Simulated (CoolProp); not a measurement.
A single-stage vapour-compression cycle with R142b: evaporating at 322.15 K (dew point), condensing at 364.15 K (bubble point), superheat 10 K, subcooling 2 K, compressor efficiency 0.85, no pressure losses. Each further row changes one setting.

Model: reference Helmholtz-energy equation of state, Lemmon 2006, in CoolProp. It is a short technical equation, of lower accuracy than the large ones.

```tsv
case	cooling COP	pressure ratio	discharge temperature (K)	refrigerating effect (kJ/kg)	volumetric capacity (kJ/m³)
as stated	5.08	2.61	376.3	136	3780
evaporating temperature 327.15 K	6.00	2.30	376.0	139	4390
condensing temperature 359.15 K	6.00	2.36	371.1	144	3990
subcooling 7 K	5.38	2.61	376.3	144	4000
superheat 20 K	5.18	2.61	385.8	146	3880
compressor efficiency 0.75	4.48	2.61	379.2	136	3780
```
